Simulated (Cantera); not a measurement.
Mixture: H2 : O2 : N2 = 1 : 0.312 : 2.09 (molar parts), equivalence ratio 1.6, at 1800 Torr, adiabatic and at constant pressure. Ignition delay is the time to a rise of 400 K.

Model: the H2/O2 subset of GRI-Mech 3.0, which has no nitrogen chemistry, integrated in Cantera. The hydrogen kinetics of GRI-Mech 3.0 are dated; newer H2 mechanisms differ, most at raised pressure. Where the delays flatten at high temperature, the 400 K rule measures the pace of heat release, not the induction time.

Problem. What does this change do: pressure from 1800 Torr to 338 Torr?

Solution. 
```csv
quantity,before,after
delay at 1050 K,0.477 ms,0.396 ms
delay at 1200 K,32.7 µs,0.174 ms
delay at 1350 K,15.3 µs,0.119 ms
delay at 1500 K,9.95 µs,0.110 ms
```
